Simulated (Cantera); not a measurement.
Mixture: CH4 : CO : O2 : N2 = 1 : 0.51 : 3.82 : 14.4 (molar parts), equivalence ratio 0.59, at 28500 Torr, adiabatic and at constant pressure. Ignition delay is the time to a rise of 400 K.

Detailed kinetics in Cantera: GRI-Mech 3.0 (53 species, 325 reactions). The pressure lies above the range GRI-Mech 3.0 was tuned for (to about 10 atm).

Predict: delay at 1200 K; delay at 1350 K; delay at 1500 K; delay at 1650 K; delay at 1800 K; apparent activation energy between 1725 and 1875 K.


* **delay at 1200 K**: 1.42 ms
* **delay at 1350 K**: 0.225 ms
* **delay at 1500 K**: 51.5 µs
* **delay at 1650 K**: 15.1 µs
* **delay at 1800 K**: 5.35 µs
* **apparent activation energy between 1725 and 1875 K**: 170 kJ/mol
